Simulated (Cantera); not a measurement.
A closed system holds: 1 mol Si₂H₆, 0.06 mol HCl, 55 mol H₂, held at 1698 K and 26.0 mbar.

Equilibrium computed with Cantera from the NASA thermochemical tables; the gas is ideal and each condensed phase is pure. Candidate condensed phases: Si; 19 gas species. The feed counts by its element totals alone. Gases not in the tables: Si₂H₆ and higher silanes. Equilibrium is a limit: real reactors are often held back by kinetics, nucleation or transport.

Q: What is the equilibrium state?

A: 
| Property | Result |
|---|---|
| x(H₂) | 0.998 |
| x(HCl) | 0.00102 |
| x(H) | 0.000896 |
| x(Si) | 2.53e-5 |
| x(SiH₂) | 1.39e-5 |
| x(SiH) | 6.34e-6 |
| x(SiCl₂) | 3.78e-6 |
| n(Si(l)) | 2.00 mol |
| gas amount | 58.09 mol |
